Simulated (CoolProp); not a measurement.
Properties of sulfur dioxide along the isotherm 491.3 K.

Model: reference Helmholtz-energy equation of state, Gao 2016, in CoolProp.

```
p (MPa)          phase  density (kg/m³)  cv (kJ/(kg K))  Joule-Thomson coefficient (K/MPa)
-------  -------------  ---------------  --------------  ---------------------------------
3.18               gas            54.92               …                              8.801
6.36               gas            123.7          0.6638                              8.539
9.55     supercritical            215.9          0.7131                              7.836
12.7     supercritical            345.7          0.7659                              6.419
15.9     supercritical            512.7               …                                  …
19.1     supercritical            646.3          0.7748                              2.682
22.3     supercritical                …          0.7601                              1.793
25.5     supercritical            791.1          0.7504                                  …
28.6     supercritical            834.3          0.7445                             0.9745
31.8     supercritical            870.2          0.7406                             0.7513
35       supercritical            900.1               …                             0.5882
```

Q: Complete the blanks.

A: 
- 3.18, cv (kJ/(kg K)): 0.6246
- 15.9, cv (kJ/(kg K)): 0.7884
- 15.9, Joule-Thomson coefficient (K/MPa): 4.311
- 22.3, density (kg/m³): 732.0
- 25.5, Joule-Thomson coefficient (K/MPa): 1.287
- 35, cv (kJ/(kg K)): 0.7383
